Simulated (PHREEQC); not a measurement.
0.45 g of hydrous ferric oxide (600 m²/g; 0.2 weak and 0.005 strong sites per Fe, Dzombak-Morel constants, diffuse double layer) in 1 kg of water with 0.01 mol/kgw of an inert sodium salt and 0.035 mmol/kgw NaH2PO4 and 0.38 mmol/kgw ZnCl2, at 25 °C; the pH is set by adding NaOH or the inert anion's acid. O2 is buffered at 0.21 atm. CO2 from the air is kept out. Precipitation was switched off in this run.

The series has 13 steps of pH, from 4 to 10.

All values are PHREEQC results (ion-association model, wateq4f.dat), not measurements.

### Question
Near which pH is half of the P sorbed, and on which side is more sorbed?

### Answer
Near pH 9.9, with more sorbed at lower pH.

### Question
Near which pH is half of the Zn sorbed, and on which side is more sorbed?

### Answer
Near pH 6.8, with more sorbed at higher pH.

### Question
At which pH does the surface charge pass through zero?

### Answer
Near pH 9.0.

Along this series the solution becomes supersaturated in solids that the run did not let form, among them Zincite(c). H3PO4, which wateq4f.dat lacks, is added to it with the constant of phreeqc.dat. The database has no phosphate complexes of Zn.
